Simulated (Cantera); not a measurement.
Feed: 1 mol FeCl₃, a varied amount of H₂, held at 798.15 K and 0.540 bar.

Equilibrium computed with Cantera from the NASA thermochemical tables; the gas is ideal and each condensed phase is pure. Candidate condensed phases: Fe, FeCl₂, FeCl₃; 11 gas species. Equilibrium is a limit: real reactors are often held back by kinetics, nucleation or transport.

**Question.** At 2.2 mol H₂, list the 4 most abundant gas species with their mole fractions, and the condensed phases.

**Answer.** H₂ 0.630, HCl 0.370, FeCl₂ 0.000163, Fe₂Cl₄ 1.30e-5. Condensed: FeCl₂(s).
